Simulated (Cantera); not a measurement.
An isothermal, constant-pressure homogeneous reactor starts with 8.83 % C2H6, 88.3 % N2, 2.83 % H2O, at 1050 K and 100.0 Torr.

Cantera simulation using GRI-Mech 3.0 (53 species, 325 reactions); the numbers are that mechanism's predictions, not measurements. GRI-Mech 3.0 stops at C3 and has no aromatics, soot or wall deposition, so with more carbon than oxygen in the feed, carbon stays in small species such as C2H2 where larger ones or solid carbon would form.

Predict: x(C2H6) at 100 s; x(CH3) at 100 s; x(H2) at 100 s; x(C2H2) at 100 s.


```json
{
 "x(C2H6) at 100 s": "0.000715 (gas-phase equilibrium 4.82e-5)",
 "x(CH3) at 100 s": "2.88e-7 (gas-phase equilibrium 1.69e-7)",
 "x(H2) at 100 s": "0.0902 (gas-phase equilibrium 0.0508)",
 "x(C2H2) at 100 s": "0.0223 (gas-phase equilibrium 0.00506)"
}
```
